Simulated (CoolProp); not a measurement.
CHF3 (R23) along the isobar 101 kPa: fugacity coefficient from the reference equation and from simpler models built on Tc = 299.3 K, pc = 4832 kPa, ω = 0.263; each cubic takes its own stable root.

Computed with CoolProp (reference Helmholtz-energy equation of state, Penoncello 2003).

```json
[
 {"T (K)": "156.7", "phase": "liquid", "reference": "0.08096"},
 {"T (K)": "161.5", "phase": "liquid", "reference": "0.1236"},
 {"T (K)": "166.4", "phase": "liquid", "reference": "0.1847"},
 {"T (K)": "171.2", "phase": "liquid", "reference": "0.2664"},
 {"T (K)": "176.1", "phase": "liquid", "reference": "0.3778"},
 {"T (K)": "180.9", "phase": "liquid", "reference": "0.5202"},
 {"T (K)": "185.8", "phase": "liquid", "reference": "0.7060"},
 {"T (K)": "190.6", "phase": "liquid", "reference": "0.9344"},
 {"T (K)": "195.5", "phase": "gas", "reference": "0.9637"},
 {"T (K)": "200.3", "phase": "gas", "reference": "0.9673"},
 {"T (K)": "205.2", "phase": "gas", "reference": "0.9704"},
 {"T (K)": "210.1", "phase": "gas", "reference": "0.9731"},
 {"T (K)": "214.9", "phase": "gas", "reference": "0.9754"}
]
```

**Question.** How far does each simpler model (van der Waals, Redlich-Kwong) lie from the reference over these 13 states: mean and median of the absolute difference, and the worst?

**Answer.** 
- van der Waals: mean 214.2 %, median 39.0 %, worst +1101.6 % at 156.7 K and 101 kPa
- Redlich-Kwong: mean 58.4 %, median 37.9 %, worst +145.9 % at 156.7 K and 101 kPa

At some of these states van der Waals, Redlich-Kwong gives the other phase, because its saturation line lies elsewhere.
